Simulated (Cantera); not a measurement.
# Ignition delay

Mixture: 3.97 % CH4, 18.9 % O2, 71.1 % N2, 5.96 % H2, equivalence ratio 0.58, at 1800000 Pa, adiabatic and at constant volume. Ignition delay is the time to a rise of 400 K.

Detailed kinetics in Cantera: GRI-Mech 3.0 (53 species, 325 reactions). The pressure lies above the range GRI-Mech 3.0 was tuned for (to about 10 atm).

| T0 (K) | delay (ms) |
|---|---|
| 1100 | 1.33 |
| 1150 | 0.499 |
| 1200 | 0.198 |
| 1250 | 0.0850 |
| 1300 | 0.0415 |
| 1350 | 0.0233 |
| 1400 | 0.0146 |
| 1450 | 0.00980 |
| 1500 | 0.00695 |

The apparent activation energy between 1400 and 1500 K is 130 kJ/mol.
